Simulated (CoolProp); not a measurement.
Properties of ethanol along the isotherm 563.7 K.

Values from CoolProp's reference Helmholtz-energy equation of state, Schroeder 2014.

```tsv
p (MPa)	phase	Z	cp (kJ/(kg K))
6.96	supercritical	0.7264	3.831
13.9	supercritical	?	6.364
20.9	supercritical	0.4511	4.951
27.9	supercritical	?	4.488
34.8	supercritical	0.6436	?
41.8	supercritical	0.7416	4.122
48.8	supercritical	0.8383	4.028
55.7	supercritical	0.9321	3.960
62.7	supercritical	1.026	?
```

Problem. Some entries are withheld; supply them.

Solution. 
- 13.9, Z: 0.3908
- 27.9, Z: 0.5463
- 34.8, cp (kJ/(kg K)): 4.261
- 62.7, cp (kJ/(kg K)): 3.907

The peak of cp marks the crossing from liquid-like to gas-like fluid above the critical point.
